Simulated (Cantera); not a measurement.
Charge: 1 mol (CH3)2SiCl2, 0.0049 mol C3H8, 1200 mol H2, at 1298.15 K and 10.0 Torr.

Cantera equilibrium calculation (NASA polynomials, part measured and part estimated; ideal gas, pure solids and liquids). Candidate condensed phases: C, C6H6, C7H8, C8H18, Si, SiC; 109 gas species. The feed counts by its element totals alone. The numbers say what is thermodynamically allowed, not how fast it happens.

Q: What is the equilibrium state?

A: 
* **x(H2)**: 0.998
* **x(HCl)**: 0.00166
* **x(CH4)**: 0.000106
* **x(H)**: 9.29e-6
* **n(C(graphite))**: 0.886 mol
* **n(SiC(s))**: 1.000 mol
* **gas amount**: 1204 mol
* **log10 activity of Si(s) (absent)**: -2.53
